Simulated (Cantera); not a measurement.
An isothermal, constant-pressure homogeneous reactor starts with 3.88 % C2H6, 96.1 % N2, at 1750 K and 750 Torr.

Computed with Cantera and GRI-Mech 3.0 (53 species, 325 reactions). GRI-Mech 3.0 stops at C3 and has no aromatics, soot or wall deposition, so with more carbon than oxygen in the feed, carbon stays in small species such as C2H2 where larger ones or solid carbon would form.

x: mole fraction; the columns are a selection and need not sum to one.

```json
[
 {"t (s)": "5.00e-5", "x C2H6": "0.00303", "x C2H4": "0.0174", "x C2H": "7.71e-7", "x CH3": "0.00285", "x C2H2": "0.0101"},
 {"t (s)": "0.000213", "x C2H6": "6.50e-5", "x C2H4": "0.00652", "x C2H": "3.65e-7", "x CH3": "0.000472", "x C2H2": "0.0242"},
 {"t (s)": "0.000910", "x C2H6": "1.00e-5", "x C2H4": "0.00127", "x C2H": "1.84e-7", "x CH3": "0.000192", "x C2H2": "0.0296"},
 {"t (s)": "0.00388", "x C2H6": "7.37e-6", "x C2H4": "0.000148", "x C2H": "1.87e-7", "x CH3": "0.000167", "x C2H2": "0.0312"},
 {"t (s)": "0.0166", "x C2H6": "[?]", "x C2H4": "[?]", "x C2H": "1.97e-7", "x CH3": "[?]", "x C2H2": "0.0327"},
 {"t (s)": "0.0707", "x C2H6": "6.29e-7", "x C2H4": "8.46e-5", "x C2H": "2.10e-7", "x CH3": "4.95e-5", "x C2H2": "0.0346"},
 {"t (s)": "0.302", "x C2H6": "[?]", "x C2H4": "8.39e-5", "x C2H": "2.18e-7", "x CH3": "[?]", "x C2H2": "0.0355"},
 {"t (s)": "1.29", "x C2H6": "1.16e-8", "x C2H4": "8.48e-5", "x C2H": "2.20e-7", "x CH3": "5.87e-6", "x C2H2": "0.0358"},
 {"t (s)": "5.49", "x C2H6": "1.03e-8", "x C2H4": "8.48e-5", "x C2H": "2.20e-7", "x CH3": "5.41e-6", "x C2H2": "0.0358"},
 {"t (s)": "23.4", "x C2H6": "1.02e-8", "x C2H4": "8.48e-5", "x C2H": "2.20e-7", "x CH3": "5.40e-6", "x C2H2": "0.0358"},
 {"t (s)": "100", "x C2H6": "1.02e-8", "x C2H4": "8.46e-5", "x C2H": "2.20e-7", "x CH3": "5.40e-6", "x C2H2": "0.0357"}
]
```

Problem. Complete the blanks.

Solution. 
- 0.0166, x C2H6: 3.50e-6
- 0.0166, x C2H4: 0.000107
- 0.0166, x CH3: 0.000116
- 0.302, x C2H6: 5.68e-8
- 0.302, x CH3: 1.46e-5
